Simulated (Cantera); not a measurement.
A Cantera script and what it prints.

```python
import numpy as np
import cantera as ct

gas_names = """
    O3 CL
""".split()
cond_names = """
    FeCL2(s) FeCL2(L) FeO(s) FeO(L)
""".split()


# ... load() reads the species with a 1 bar reference pressure and builds the phases ...
species = {s.name: s for s in load("nasa_gas.yaml", gas_names) + load("nasa_condensed.yaml", cond_names)}
# Each term lists the table entries of one substance; the one whose range holds T is used.
reactions = {
    '3 FeCl2 + O3(g) = 3 FeO + 6 Cl(g)':
        [(-3, ['FeCL2(s)', 'FeCL2(L)']), (-1, ['O3']), (3, ['FeO(s)', 'FeO(L)']), (6, ['CL'])],
}


def pick(names, T):
    return next(species[n] for n in names if species[n].thermo.min_temp <= T <= species[n].thermo.max_temp)


results = []
for label, terms in reactions.items():
    print(label)
    print("     T/K   dH/kJ  dS/(J/K)   dG/kJ   log10 K")
    for T in [1273, 1298, 1323, 1348, 1373, 1398, 1423, 1448]:
        used = [(nu, pick(names, T)) for nu, names in terms]
        dH = sum(nu * s.thermo.h(T) for nu, s in used) / 1e6
        dS = sum(nu * s.thermo.s(T) for nu, s in used) / 1e3
        dG = dH - T * dS / 1e3
        logK = -dG * 1e6 / (ct.gas_constant * T * np.log(10))
        results.append((label, T, dH, dS, dG, logK, [s.name for _, s in used]))
        print(f"{T:8g} {dH:8.1f} {dS:8.1f} {dG:8.1f} {logK:8.2f}")
```

Result:

```
3 FeCl2 + O3(g) = 3 FeO + 6 Cl(g)
     T/K   dH/kJ  dS/(J/K)   dG/kJ   log10 K
    1273    651.6    434.0     99.0    -4.06
    1298    650.4    433.1     88.2    -3.55
    1323    649.3    432.3     77.4    -3.05
    1348    648.1    431.4     66.6    -2.58
    1373    647.0    430.6     55.8    -2.12
    1398    645.9    429.8     45.0    -1.68
    1423    644.7    429.0     34.3    -1.26
    1448    643.6    428.2     23.6    -0.85
```

Cantera with NASA thermochemical tables; ideal gases at 1 bar, condensed phases pure. FeO: taken at fixed stoichiometry. Condensed species are held in their standard states even where they would react or evaporate.
